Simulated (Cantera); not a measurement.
Cantera with NASA thermochemical tables; ideal gases at 1 bar, condensed phases pure. Values are per mole of reaction as written; species without (g) are pure solids or liquids, kept so even where they would boil at 1 bar.

Na2CO3 + CO(g) = 2 CO2(g) + 2 Na(g)

| T (K) | ΔH° (kJ) | ΔS° (J/K) | ΔG° (kJ) | log10 K | condensed phases |
|---|---|---|---|---|---|
| 300 | 668.9 | 398.4 | 549.3 | -95.65 | Na2CO3(s) |
| 1723 | 556.6 | 281.5 | 71.6 | -2.17 | Na2CO3(l) |
| 1823 | … | … | … | … | Na2CO3(l) |
| 1923 | 543.8 | 274.5 | 16.0 | -0.43 | Na2CO3(l) |
| 2023 | … | … | … | … | Na2CO3(l) |
| 2123 | 531.1 | 268.2 | -38.2 | 0.94 | Na2CO3(l) |
| 2223 | 524.9 | 265.3 | -64.9 | 1.53 | Na2CO3(l) |
| 2323 | 518.7 | 262.6 | -91.3 | 2.05 | Na2CO3(l) |
| 2423 | 512.5 | 260.0 | -117.4 | 2.53 | Na2CO3(l) |
| 2523 | 506.3 | 257.5 | -143.3 | 2.97 | Na2CO3(l) |
| 2623 | 500.2 | 255.1 | -168.9 | 3.36 | Na2CO3(l) |

Q: Complete the blanks.

A: 
- 1823, ΔH° (kJ): 550.2
- 1823, ΔS° (J/K): 277.9
- 1823, ΔG° (kJ): 43.6
- 1823, log10 K: -1.25
- 2023, ΔH° (kJ): 537.4
- 2023, ΔS° (J/K): 271.2
- 2023, ΔG° (kJ): -11.3
- 2023, log10 K: 0.29
